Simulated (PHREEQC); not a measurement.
Dissolve 4.2 mmol/kgw KHCO3 and 1.6 mmol/kgw Na2B4O7 at 73 °C. Closed to the air; pH follows from the charge balance.

Model: Pitzer model, pitzer.dat, run in PHREEQC.

| quantity | before | after |
|---|---|---|
| pH | 9.02 | 9.13 |
| ionic strength (mol/kgw) | 0.00781 | 0.00320 |

**Question.** Which change was made?
A. KHCO3 left out
B. temperature from 73 to 50 °C
C. Na2B4O7 from 0.0016 to 0.0024 mol/kgw
D. temperature from 73 to 25 °C
E. diluted 10-fold with water

**Answer.** A, KHCO3 left out

Precipitation was switched off in this run. Away from 25 °C the constants follow the database's enthalpies or fits; those with neither stay at their 25 °C values.
